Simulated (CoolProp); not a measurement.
A single-stage vapour-compression cycle with the fluid: evaporating at 201.15 K (dew point), condensing at 231.15 K (bubble point), superheat 0 K, subcooling 8 K, compressor efficiency 0.65, no pressure losses. The same conditions are run with several fluids, on thermodynamics alone (safety and materials aside).

Model: reference Helmholtz-energy equation of state of each fluid (C2F6 (R116): Lemmon 2006; propylene: Lemmon 2013; CH3F (R41): Lemmon 2006; ethylene: Smukala 2000; C3F8 (R218): Lemmon 2006; carbonyl sulfide: Lemmon 2006), in CoolProp.

| fluid | cooling COP | pressure ratio | discharge temperature (K) | refrigerating effect (kJ/kg) | volumetric capacity (kJ/m³) |
|---|---|---|---|---|---|
| C2F6 (R116) | 3.95 | 3.61 | (withheld) | 92.4 | 1120 |
| propylene | 4.08 | (withheld) | 279.9 | 417 | 305 |
| CH3F (R41) | 3.91 | 3.75 | 306.1 | 432 | 1320 |
| ethylene | 3.83 | 2.86 | 279.0 | 372 | 3310 |
| C3F8 (R218) | 4.05 | 5.41 | (withheld) | (withheld) | 162 |
| carbonyl sulfide | 3.95 | (withheld) | (withheld) | 297 | 351 |

Problem. What belongs in the gaps?

Solution. 
- C2F6 (R116), discharge temperature (K): 242.9
- propylene, pressure ratio: 4.54
- C3F8 (R218), discharge temperature (K): 239.4
- C3F8 (R218), refrigerating effect (kJ/kg): 96.7
- carbonyl sulfide, pressure ratio: 4.48
- carbonyl sulfide, discharge temperature (K): 317.3
